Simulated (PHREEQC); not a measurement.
Dissolve 0.16 mol FeCl3 and 0.0033 mol NaF per kg of water at 25 °C. Closed to the air; pH follows from the charge balance.

All values are PHREEQC results (ion-association model, phreeqc.dat), not measurements.

This is a speciation only: nothing precipitates in the calculation.

Q: Estimate the pH, activity of water, ionic strength.

A: pH 1.86; activity of water 0.991; ionic strength 0.564 mol/kgw.

Q: In which forms is Fe present?

A: FeCl+2 52 %, Fe+3 19 %, FeCl2+ 16 %, Fe2(OH)2+4 6.4 %, FeOH+2 3.6 %, FeF+2 2.1 % of the Fe.

Saturation is exceeded, for instance for Hematite (slow to form), Goethite (slow to form); the values hold only as long as no solid forms. Species that the database lacks are ignored. Fluoro complexes past AlF4- and FeF3 are missing from the database.
